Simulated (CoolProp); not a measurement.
Properties of ammonia along the isotherm 412 K.

Values from CoolProp's reference Helmholtz-energy equation of state, Gao 2020.

| p (kPa) | phase | cp (kJ/(kg K)) | cv (kJ/(kg K)) | speed of sound (m/s) | expansivity (1/kK) | viscosity (µPa s) |
|---|---|---|---|---|---|---|
| 53.9 | gas | 2.301 | 1.808 | 505.0 | 2.442 | 14.4 |
| 87.1 | gas | 2.306 | 1.811 | 504.8 | 2.451 | 14.4 |
| 141 | gas | ? | 1.814 | 504.3 | 2.466 | 14.4 |
| 227 | gas | 2.326 | 1.819 | 503.5 | 2.490 | 14.4 |
| 367 | gas | 2.346 | 1.828 | 502.3 | 2.530 | 14.4 |
| 593 | gas | 2.380 | 1.843 | 500.3 | 2.596 | 14.4 |
| 959 | gas | 2.438 | 1.867 | 497.0 | 2.708 | 14.4 |
| 1550 | gas | 2.537 | 1.907 | 491.5 | 2.904 | 14.4 |
| 2500 | gas | 2.718 | ? | 482.4 | 3.265 | 14.4 |
| 4040 | gas | 3.082 | 2.098 | 466.7 | 4.013 | 14.4 |
| 6530 | gas | 3.992 | 2.340 | 437.5 | 5.977 | 14.8 |
| 10600 | gas | 9.236 | 2.971 | 370.9 | ? | 17.0 |
| 17000 | supercritical | 8.786 | 2.834 | 552.9 | 12.10 | 47.4 |

Question: What belongs in the gaps?

Answer: 
- 141, cp (kJ/(kg K)): 2.313
- 2500, cv (kJ/(kg K)): 1.975
- 10600, expansivity (1/kK): 18.54

Viscosity comes from a separate model (Fenghour 1995).
